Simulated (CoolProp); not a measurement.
The fluoroketone C6F12O (FK-5-1-12) at 293.15 K and 0.00531 MPa is throttled through a valve to 0.00239 MPa with no heat exchange. Each further row changes one setting.

Computed with CoolProp (reference Helmholtz-energy equation of state, McLinden 2015).

| case | final density (kg/m³) |
|---|---|
| as stated | 0.311 |
| outlet pressure 0.000717 MPa | 0.0931 |
| outlet pressure 0.00311 MPa | 0.404 |
